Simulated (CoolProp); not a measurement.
Model: reference Helmholtz-energy equation of state, McLinden 2020, in CoolProp.

Task: For R1336mzz(Z), give the phase and the cp (kJ/(kg K)), expansivity (1/kK), fugacity coefficient at 500 K and 484 kPa; 500 K and 968 kPa; 500 K and 1450 kPa.

Result: 
- 500 K and 484 kPa: gas; cp 1.14, expansivity 2.32, fugacity coefficient 0.962
- 500 K and 968 kPa: gas; cp 1.16, expansivity 2.72, fugacity coefficient 0.925
- 500 K and 1450 kPa: gas; cp 1.19, expansivity 3.20, fugacity coefficient 0.889
